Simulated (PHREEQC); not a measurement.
0.097 g of hydrous ferric oxide (600 m²/g; 0.2 weak and 0.005 strong sites per Fe, Dzombak-Morel constants, diffuse double layer) in 1 kg of water with 0.005 mol/kgw of an inert sodium salt and 0.0016 mmol/kgw SrCl2 and 0.45 mmol/kgw ZnSO4, at 25 °C; the pH is set by adding NaOH or the inert anion's acid. O2 is buffered at 0.21 atm. CO2 from the air is kept out. Precipitation was switched off in this run.

All values are PHREEQC results (ion-association model, wateq4f.dat), not measurements.

Question: Predict S sorbed (%) at pH = 3, 8.25.

Answer: 
```
pH    S sorbed (%)
----  ------------
3             22.7
8.25           4.0
```

Along this series the solution becomes supersaturated in solids that the run did not let form, among them Zn(OH)2-e, Zn4(OH)6SO4. The oxide is taken as insoluble; below pH 4 it would dissolve.
